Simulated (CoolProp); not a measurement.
n-nonane at 566.64 K and 0.383 MPa is throttled through a valve to 0.165 MPa with no heat exchange. Each further row changes one setting.

The numbers come from the reference Helmholtz-energy equation of state, Lemmon 2006 in CoolProp. It is a short technical equation, of lower accuracy than the large ones.

| case | temperature change (K) | final density (kg/m³) |
|---|---|---|
| as stated | ___ | 4.66 |
| outlet pressure 0.0495 MPa | -3.3 | ___ |
| outlet pressure 0.215 MPa | -1.7 | ___ |

**Question.** Fill in the missing entries.

**Answer.** 
- as stated, temperature change (K): -2.2
- outlet pressure 0.0495 MPa, final density (kg/m³): 1.37
- outlet pressure 0.215 MPa, final density (kg/m³): 6.12
